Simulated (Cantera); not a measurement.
## MgCO3 + SO2 + O2 (roasting and sulfation)

Input: 1 mol MgCO3, 0.18 mol SO2, 0.099 mol O2, held at 0.100 bar.

These are equilibrium values from Cantera (NASA tables, ideal gas, pure condensed phases), not measurements of a reactor. Candidate condensed phases: C, Mg, MgCO3, MgO, MgS, MgSO4, S; 26 gas species. Rates play no part.

| T (°C) | log p CO2 | log p SO2 | log p O2 | log p CO | log p SO3 | log p O | log p SO | n MgO(s) |
|---|---|---|---|---|---|---|---|---|
| 1077 | -1.11 | -1.85 | -2.11 | -6.45 | -3.97 | -7.43 | -8.42 | 1.00 |
| 1127 | -1.11 | -1.85 | -2.11 | -6.06 | -4.10 | -7.08 | -8.00 | 1.00 |
| 1177 | -1.11 | -1.85 | -2.11 | -5.70 | -4.22 | -6.75 | -7.61 | 1.00 |
| 1227 | -1.11 | -1.85 | -2.11 | -5.36 | -4.34 | -6.45 | -7.25 | 1.00 |
| 1277 | -1.11 | -1.85 | -2.11 | -5.05 | -4.44 | -6.16 | -6.91 | 1.00 |
| 1327 | -1.11 | -1.85 | -2.11 | -4.75 | -4.54 | -5.89 | -6.59 | 1.00 |
| 1377 | -1.11 | -1.85 | -2.11 | -4.48 | -4.64 | -5.64 | -6.30 | 1.00 |
| 1427 | -1.11 | -1.85 | -2.11 | -4.22 | -4.72 | -5.40 | -6.02 | 1.00 |
| 1477 | -1.11 | -1.85 | -2.11 | -3.97 | -4.81 | -5.18 | -5.75 | 1.00 |
| 1527 | -1.11 | -1.85 | -2.11 | -3.74 | -4.88 | -4.97 | -5.50 | 1.00 |
| 1577 | -1.11 | -1.85 | -2.10 | -3.53 | -4.96 | -4.77 | -5.27 | 1.00 |
log p: log10 of the partial pressure in bar; n: condensed amount in mol.

From 1077 °C to 1577 °C the condensed part is MgO(s).
